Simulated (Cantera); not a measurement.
An isothermal plug-flow reactor at 873 K and 240000 Pa (inlet), inlet velocity 0.093 m/s, active area per volume 190 1/m; feed CH₄ : O₂ : N₂ = 0.0064 : 0.026 : 0.79 (molar parts).

Model: Deutschmann's 1995 Pt surface mechanism with GRI-Mech 3.0 gas chemistry, integrated in Cantera. Catalytic surfaces can have several steady states; this one follows from the mechanism file's or the stated starting coverage. Mass transfer to the wall is taken as infinitely fast.

Q: What does this change do: temperature 873 to 950 K?

A: 
| quantity | before | after |
|---|---|---|
| x(CH₄) at z = 0.077 m | 0.000906 | 6.19e-7 |
| x(O₂) at z = 0.077 m | 0.0179 | 0.0161 |
| x(H₂O) at z = 0.077 m | 0.0137 | 0.0155 |
| x(CO₂) at z = 0.077 m | 0.00686 | 0.00776 |
| x(CO) at z = 0.077 m | 2.41e-7 | 6.30e-9 |
| θ(free Pt) at the exit | 0.107 | 0.189 |
| θ(O*) at the exit | 0.889 | 0.807 |
| θ(OH*) at the exit | 0.00417 | 0.00408 |
